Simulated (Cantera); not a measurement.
Input: 1 mol B, 8.6 mol O2, 2.2 mol H2, equilibrated at 1977 °C and 13.3 mbar.

Method: chemical equilibrium by Gibbs-energy minimisation in Cantera with the NASA 1993 tables (ideal gas, pure condensed phases). Candidate condensed phases: B, B2O3, B3O3H3, H2O; 23 gas species. The numbers say what is thermodynamically allowed, not how fast it happens.

### Question
What is the equilibrium state?

### Answer
```json
{
 "x(O2)": "0.671",
 "x(H2O)": "0.168",
 "x(HBO2)": "0.0756",
 "x(OH)": "0.0310",
 "x(O)": "0.0262",
 "x(BO2)": "0.0168",
 "x(B2O3)": "0.00506",
 "x(H)": "0.00338",
 "x(H2)": "0.00276",
 "gas_amount": "9.733 mol",
 "log10 activity of B(s) (absent)": "-9.19"
}
```
